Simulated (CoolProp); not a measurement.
Model: reference Helmholtz-energy equation of state, Lemmon 2006, in CoolProp. It is a short technical equation, of lower accuracy than the large ones.

Question: For carbonyl sulfide, give the phase and the cv (kJ/(kg K)) at 34.35 °C and 0.709 MPa; 25.55 °C and 0.0451 MPa.

Answer: 
- 34.35 °C and 0.709 MPa: gas; cv 0.587
- 25.55 °C and 0.0451 MPa: gas; cv 0.554
